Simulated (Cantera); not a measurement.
Transport properties of process gases

Gas mixture: O₂ = 0.98 (molar parts), at 26000 Pa, frozen composition.

Cantera's kinetic-theory transport with the Lennard-Jones parameters of GRI-Mech 3.0, ideal gas; thermal conductivity in the mixture-averaged form.

| T (K) | ρ (kg/m³) | cp (J/kg/K) | μ (µPa s) | λ (mW/m/K) | Pr | D (cm²/s) H | D (cm²/s) NH₃ | D (cm²/s) CH₄ |
|---|---|---|---|---|---|---|---|---|
| 400 | 0.250 | 941.4 | 25.6 | 33.9 | 0.713 | 8.28 | 1.50 | 1.47 |
| 550 | 0.182 | 987.2 | 32.1 | 44.7 | 0.709 | 14.4 | 2.71 | 2.55 |
| 700 | 0.143 | 1031 | 37.8 | 55.0 | 0.709 | 21.7 | 4.17 | 3.85 |
| 850 | 0.118 | 1065 | 43.0 | 64.6 | 0.710 | 30.2 | 5.87 | 5.34 |
| 1000 | 0.100 | 1090 | 47.9 | 73.6 | 0.710 | 39.6 | 7.78 | 7.02 |
| 1150 | 0.0870 | 1109 | 52.5 | 82.2 | 0.708 | 50.1 | 9.89 | 8.87 |
| 1300 | 0.0770 | 1125 | 56.9 | 90.4 | 0.708 | 61.4 | 12.2 | 10.9 |
D: mixture-averaged diffusion coefficient of that species in the mixture.
